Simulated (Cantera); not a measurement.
Standard-state values (1 bar) from the NASA 1993 polynomials, evaluated with Cantera. Values are per mole of reaction as written; species without (g) are pure solids or liquids, kept so even where they would boil at 1 bar.

Question: Between 700 and 1500 K, where is each reaction favourable under standard conditions?
- H₂(g) + 2 NaCl(g) ⇌ 2 HCl(g) + 2 Na

Answer: 
- H₂(g) + 2 NaCl(g) ⇌ 2 HCl(g) + 2 Na: ΔG° is 250 kJ at 700 K and 314 kJ at 1500 K; it stays positive (K < 1). ΔH° is 203 kJ and ΔS° -74 J/K at 1500 K.
